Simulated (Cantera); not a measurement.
A closed system holds: 1 mol CS2, 1.8 mol H2, 0.094 mol O2, equilibrated at 16.0 bar.

Equilibrium computed with Cantera from the NASA thermochemical tables; the gas is ideal and each condensed phase is pure. Candidate condensed phases: C, C6H6, C7H8, C8H18, H2O, H2SO4, S; 123 gas species. Gases not in the tables: S3 to S7. Rates play no part. All values below are at 650 °C.

Base state: H2S 0.874, COS 0.0435, CS2 0.0320, CO 0.0167, CO2 0.0142, H2 0.0107, H2O 0.00443, S2 0.00373 (mole fractions); condensed: C(graphite).

### Question
What changes in the equilibrium state with this change: H2 from 1.8 to 0.64 mol?

### Answer
```
species             before    after
----------------  --------  -------
H2S                  0.874    0.449
CS2                 0.0320    0.378
COS                 0.0435    0.106
S2                 0.00373   0.0442
H2                  0.0107  0.00160
CO2                 0.0142  0.00710
CO                  0.0167   0.0119
S8                 6.17e-8  0.00121
CH4               0.000426  9.50e-6
C(graphite), mol     0.784    0.286
```

### Question
What changes in the equilibrium state with this change: pressure from 16.0 bar to 1.30 bar?

### Answer
```csv
species,before,after
H2S,0.874,0.836
CS2,0.0320,0.0430
CO,0.0167,0.0404
H2,0.0107,0.0310
CO2,0.0142,0.00668
COS,0.0435,0.0347
H2O,0.00443,0.00251
CH4,0.000426,0.000290
"C(graphite), mol",0.784,0.741
```
